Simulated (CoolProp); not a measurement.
Computed with CoolProp (reference Helmholtz-energy equation of state, Lemmon 2005).

Task: For R125, give the phase and the viscosity (µPa s), conductivity (mW/(m K)) at 302.5 K and 0.0123 MPa; 302.5 K and 0.039 MPa; 302.5 K and 0.123 MPa.

Result: 
- 302.5 K and 0.0123 MPa: gas; viscosity 13.1, conductivity 14.3
- 302.5 K and 0.039 MPa: gas; viscosity 13.1, conductivity 14.3
- 302.5 K and 0.123 MPa: gas; viscosity 13.1, conductivity 14.4

Viscosity comes from a separate model (Huber 2006). Thermal conductivity comes from a separate model (Perkins 2006).
